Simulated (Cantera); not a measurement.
An adiabatic, constant-pressure homogeneous reactor starts with 14.3 % CH4, 18.0 % O2, 67.7 % N2, equivalence ratio 1.6, at 1350 K and 64000 Pa.

Cantera simulation using GRI-Mech 3.0 (53 species, 325 reactions); the numbers are that mechanism's predictions, not measurements.

Question: Predict: time of steepest temperature rise; temperature at 0.200 s; equilibrium temperature; x(O2) at 0.200 s; x(O) at 0.200 s; x(HO2) at 0.200 s; x(H2O2) at 0.200 s.

Answer: 
* **time of steepest temperature rise**: 11.2 ms
* **temperature at 0.200 s**: 2576 K
* **equilibrium temperature**: 2576 K
* **x(O2) at 0.200 s**: 0.000375 (gas-phase equilibrium 0.000375)
* **x(O) at 0.200 s**: 0.000507 (gas-phase equilibrium 0.000507)
* **x(HO2) at 0.200 s**: 1.69e-7 (gas-phase equilibrium 1.69e-7)
* **x(H2O2) at 0.200 s**: 2.03e-8 (gas-phase equilibrium 2.03e-8)
